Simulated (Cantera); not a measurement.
A closed system holds: 1 mol c-C₄F₈, 0.92 mol F₂, 13 mol H₂, equilibrated at 3.68 Torr.

Cantera equilibrium calculation (NASA polynomials, part measured and part estimated; ideal gas, pure solids and liquids). Candidate condensed phases: C, C₆H₆, C₇H₈, C₈H₁₈; 95 gas species. The feed counts by its element totals alone. Equilibrium is a limit: real reactors are often held back by kinetics, nucleation or transport. All values below are at 1298 K.

Base state: HF 0.549, H₂ 0.451, H 1.03e-5 (mole fractions); condensed: C(graphite).

What changes in the equilibrium state with this change: H₂ from 13 to 0.15 mol?


| species | before | after |
|---|---|---|
| CF₄ | <1e-9 | 0.888 |
| HF | 0.549 | 0.112 |
| CF₂ | <1e-9 | 1.75e-5 |
| H₂ | 0.451 | <1e-9 |
| H | 1.03e-5 | <1e-9 |
| C(graphite), mol | 4.00 | 1.61 |
Gases not in the tables: C₂F₆ and larger saturated fluorocarbons.
